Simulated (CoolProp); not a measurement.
Vapour-liquid equilibrium of benzene (1) + n-octane (2) at 484.1 K; x and y are mole fractions of (1).

The numbers come from the multi-fluid Helmholtz-energy mixture model, Thol 2012 and Beckmüller 2019; pair parameters Bell 2016 in CoolProp.

Question: Give the bubble pressure and the first vapour's composition at x = 0.05, 0.35, 0.65. Is there an azeotrope?

Answer: x = 0.05: 0.7256 MPa, y = 0.101; x = 0.35: 1.050 MPa, y = 0.528; x = 0.65: 1.363 MPa, y = 0.779. No azeotrope shows between x = 0.05 and 0.95.

Pair parameters are fitted to limited data, so mixtures are less certain than the pure fluids.
